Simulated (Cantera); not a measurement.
**Roasting and sulfation: Fe2O3 + SO3 + CO2**

Charge: 1 mol Fe2O3, 1.6 mol SO3, 2.8 mol CO2, at 1250 K and 7.00 bar.

Equilibrium computed with Cantera from the NASA thermochemical tables; the gas is ideal and each condensed phase is pure. Candidate condensed phases: C, Fe, Fe(CO)5, FeO, FeS, FeSO4, FeS2, Fe2O3, Fe2(SO4)3, Fe3O4, S; 25 gas species. Equilibrium is a limit: real reactors are often held back by kinetics, nucleation or transport.

```
Item                                       Result
--------------------------------------  ---------
x(CO2)                                      0.551
x(SO2)                                      0.269
x(O2)                                       0.135
x(SO3)                                     0.0456
n(Fe2O3(s))                              1.00 mol
gas amount                              5.084 mol
log10 activity of Fe(γ) (absent)           -10.42
log10 activity of S(l) (absent)            -11.88
log10 activity of C(graphite) (absent)     -15.94
```
